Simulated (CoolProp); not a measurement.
Vapour-liquid equilibrium of isobutane (1) + R245fa (2) at 2.68 bar; x and y are mole fractions of (1).

Model: multi-fluid Helmholtz-energy mixture model, Bücker 2006 and Akasaka 2015; pair parameters Bell 2016, in CoolProp.

```csv
x,"bubble temperature, mixture model (°C)","bubble temperature, Raoult's law (°C)","y, mixture model","y, Raoult's law"
0.05,32.3,40.4,0.296,0.100
0.125,23.2,38.0,___,0.235
0.2,18.4,35.7,0.612,0.353
0.275,15.9,33.4,___,0.457
0.35,14.7,31.3,0.685,0.548
0.425,14.0,29.2,___,0.628
0.5,13.6,27.3,0.711,0.699
0.575,13.3,25.4,0.721,0.761
0.65,___,23.6,0.734,0.816
0.725,12.9,21.9,0.752,0.864
0.8,12.9,20.2,0.781,0.907
0.875,13.3,18.6,___,0.946
0.95,___,17.1,0.910,0.980
```

**Question.** Complete the blanks.

**Answer.** 
- 0.125, y, mixture model: 0.515
- 0.275, y, mixture model: 0.660
- 0.425, y, mixture model: 0.700
- 0.65, bubble temperature, mixture model (°C): 13.1
- 0.875, y, mixture model: 0.828
- 0.95, bubble temperature, mixture model (°C): 14.5

The largest gap from Raoult's law is -17.5 K in bubble temperature, at x = 0.275. y crosses x between x = 0.725 and 0.8: the model has an azeotrope there.

The pair parameters rest on a limited set of measurements; away from them the model extrapolates. With so large a gap from Raoult's law the liquid may split in two, which this calculation doesn't test in full.
